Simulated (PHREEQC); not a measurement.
Dissolve 0.34 mol HF, 0.002 mol KF and 0.0088 mol HCl per kg of water at 25 °C. Closed to the air; pH follows from the charge balance.

All values are PHREEQC results (ion-association model, wateq4f.dat), not measurements.

No solid was allowed to form.

Question: Order these F species by the share of F that they hold, largest first: H2F2, HF, F-, HF2-.

Answer: HF (50 %), H2F2 (45 %), HF2- (3.0 %), F- (2.2 %)

The pH is 1.76 and the ionic strength 0.0215 mol/kgw. wateq4f.dat counts part of the HF as a dimer, H2F2, which phreeqc.dat doesn't know; its constant is uncertain.
